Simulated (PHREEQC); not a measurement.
Synthetic water in mg/kgw, 25 °C, pH 3.23, pe 8.8:

```csv
constituent,mg/kgw
Na,1710
K,0.408
Ca,13.9
Mg,259
Cl,528
S(6) as SO4,4020
Fe(3),65.3
O(0) (dissolved oxygen),8.32
```

Valence states are taken as typed.

Computed with PHREEQC (ion-association model, wateq4f.dat).

The ionic strength comes out as 0.119 mol/kgw. What activity coefficients do H+, FeOH+2, Ca+2, Fe2(OH)2+4, K+ get?

H+ 0.82, FeOH+2 0.36, Ca+2 0.37, Fe2(OH)2+4 0.016, K+ 0.75.

Precipitation was switched off in this run. Examples of supersaturated solids here: Jarosite-K, Jarosite-Na. Others may be too.
